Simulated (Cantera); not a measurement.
Input: 1 mol Si₂H₆, a varied amount of N₂, 0.094 mol HCl, at 1000 K and 1000 Pa.

These are equilibrium values from Cantera (NASA tables, ideal gas, pure condensed phases), not measurements of a reactor. Candidate condensed phases: NH₄Cl, Si, Si₃N₄; 28 gas species. The feed counts by its element totals alone. N₂ is the only nitrogen source here; it is nearly inert below about 1500 K, so the nitride shown seldom forms there in practice. The numbers say what is thermodynamically allowed, not how fast it happens.

Q: At 10 mol N₂, list the 3 most abundant gas species with their mole fractions, and the condensed phases.

A: N₂ 0.737, H₂ 0.255, HCl 0.00799. Condensed: Si₃N₄(s).
